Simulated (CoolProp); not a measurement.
R404A at 422.11 K and 2.5 MPa is throttled through a valve to 1.15 MPa with no heat exchange. Each further row changes one setting.

Model: reference Helmholtz-energy equation of state, Lemmon 2003, in CoolProp. It is a pseudo-pure fit of the blend.

```
case                       temperature change (K)  final density (kg/m³)
-------------------------  ----------------------  ---------------------
as stated                                    -8.6                   34.7
outlet pressure 0.345 MPa                   -13.9                   10.1
outlet pressure 1.49 MPa                     -6.4                   45.6
```
